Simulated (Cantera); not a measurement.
Charge: 1 mol HI, 0.93 mol H2O, 9.9 mol O2, held at 975 °C and 0.100 bar.

Method: chemical equilibrium by Gibbs-energy minimisation in Cantera with the NASA 1993 tables (ideal gas, pure condensed phases). Candidate condensed phases: H2O, I2; 12 gas species. The numbers say what is thermodynamically allowed, not how fast it happens.

Base state: O2 0.802, H2O 0.119, I 0.0742, I2 0.00447, HI 3.61e-5, OH 1.52e-5 (mole fractions); condensed: gas only.

**Question.** What changes in the equilibrium state with this change: temperature from 975 °C to 627 °C?

**Answer.** 
| species | before | after |
|---|---|---|
| O2 | 0.802 | 0.828 |
| H2O | 0.119 | 0.123 |
| I2 | 0.00447 | 0.0369 |
| I | 0.0742 | 0.0121 |
| OH | 1.52e-5 | 3.64e-8 |
| HI | 3.61e-5 | 1.32e-6 |
